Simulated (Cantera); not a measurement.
Input (Python, Cantera) and output of one run.

```python
import numpy as np
import cantera as ct

gas_names = [...]  # 109 gases of nasa_gas.yaml made of C, Cl, H, Si
cond_names = """
    C(gr) C6H6(L) C7H8(L) C8H18(L),n-octa Si(cr) Si(L) SiC(b)
""".split()


# ... load() reads the species with a 1 bar reference pressure and builds the phases ...
atoms = {
    '(CH3)2SiCl2': {'C': 2, 'H': 6, 'Si': 1, 'CL': 2},
    'C3H8': {'C': 3, 'H': 8},
    'H2': {'H': 2},
}
top_T = {'C(gr)': 4500, 'SiC(b)': 3050}  # K; cautious upper limits of use, not melting points


# ... equilibrate(T, P, feed) seeds the gas with the atoms and calls Mixture.equilibrate('TP', solver="vcs", rtol=1e-11, max_steps=5000) ...
results = []
feed = {'(CH3)2SiCl2': 1, 'C3H8': 0.015, 'H2': 20}  # mol
P = 9200  # Pa
for T in [1673, 1723, 1773, 1823, 1873, 1923, 1973, 2023, 2073, 2123, 2173, 2223, 2273]:
    mix = equilibrate(T, P, feed)
    results.append((T, P, feed, dict(zip(mix.species_names, mix.species_moles))))

top = {s: max(r[3][s] / sum(r[3][g] for g in gas_names) for r in results) for s in gas_names}
cols = sorted((s for s in top if top[s] > 0.001), key=lambda s: -top[s])[:5]
seen = [c for c in cond_names if any(r[3].get(c, 0) > 1e-12 for r in results)]
print("log10 of partial pressures in bar; condensed amounts in mol")
print(f"{'T/K':>10s}" + "".join(f"{s[:9]:>10s}" for s in cols + seen))
for T, P, feed, n in results:
    ng = sum(n[g] for g in gas_names)
    print(f"{T:10.4g}" + "".join(f"{np.log10(max(n[s] / ng * P / 1e5, 1e-99)):10.3f}" for s in cols)
          + "".join(f"{n.get(c, 0):10.4g}" for c in seen))
```

Output:

```
log10 of partial pressures in bar; condensed amounts in mol
       T/K        H2       HCL         H C2H2,acet        CL     C(gr)    SiC(b)
      1673    -1.074    -2.121    -4.481    -5.318    -5.634     1.049    0.9912
      1723    -1.074    -2.121    -4.276    -5.117    -5.434      1.05    0.9895
      1773    -1.074    -2.122    -4.083    -4.928    -5.246      1.05    0.9877
      1823    -1.074    -2.124    -3.900    -4.749    -5.067     1.049    0.9856
      1873    -1.075    -2.125    -3.727    -4.580    -4.898     1.047    0.9833
      1923    -1.075    -2.127    -3.563    -4.421    -4.739     1.043    0.9807
      1973    -1.076    -2.128    -3.408    -4.269    -4.587     1.038    0.9777
      2023    -1.077    -2.131    -3.260    -4.126    -4.443     1.031    0.9741
      2073    -1.078    -2.133    -3.119    -3.989    -4.306      1.02    0.9695
      2123    -1.079    -2.137    -2.985    -3.860    -4.177     1.007    0.9634
      2173    -1.081    -2.140    -2.857    -3.738    -4.053    0.9914    0.9544
      2223    -1.084    -2.145    -2.735    -3.621    -3.936     0.973    0.9405
      2273    -1.087    -2.151    -2.619    -3.511    -3.824    0.9532     0.918
```

Cantera equilibrium calculation (NASA polynomials, part measured and part estimated; ideal gas, pure solids and liquids). The feed counts by its element totals alone. The tables' values for SiCl are old estimates; treat these amounts as uncertain. Gases not in the tables: Si2H6 and higher silanes.
